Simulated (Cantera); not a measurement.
Predominance diagram of Ca at 1602 °C against the partial pressures of O2 and F2 (log10, bar). Standard-state values (1 bar) from the NASA 1993 polynomials, evaluated with Cantera. Candidates: Ca(l), CaF2(l), CaO(s). Only these pure phases compete in this equilibrium. Not in the tables: oxide halides.

Q: Which phase is stable at these pairs, and which metal-bearing vapour leads over it? (-14.7, -9.5); (-9.4, -9.5); (-5.2, -3.2); (-22, -19); (-1, -7.9); (-10.5, -1.6); (-5.2, -4.8)

A: 
```json
[
 {"log p(O2)": "-14.7", "log p(F2)": "-9.5", "phase": "CaF2(l)", "chief vapour": "CaF2", "log p (bar)": "-3.1"},
 {"log p(O2)": "-9.4", "log p(F2)": "-9.5", "phase": "CaF2(l)", "chief vapour": "CaF2", "log p (bar)": "-3.1"},
 {"log p(O2)": "-5.2", "log p(F2)": "-3.2", "phase": "CaF2(l)", "chief vapour": "CaF2", "log p (bar)": "-3.1"},
 {"log p(O2)": "-22", "log p(F2)": "-19", "phase": "CaF2(l)", "chief vapour": "CaF2", "log p (bar)": "-3.1"},
 {"log p(O2)": "-1", "log p(F2)": "-7.9", "phase": "CaF2(l)", "chief vapour": "CaF2", "log p (bar)": "-3.1"},
 {"log p(O2)": "-10.5", "log p(F2)": "-1.6", "phase": "CaF2(l)", "chief vapour": "CaF2", "log p (bar)": "-3.1"},
 {"log p(O2)": "-5.2", "log p(F2)": "-4.8", "phase": "CaF2(l)", "chief vapour": "CaF2", "log p (bar)": "-3.1"}
]
```
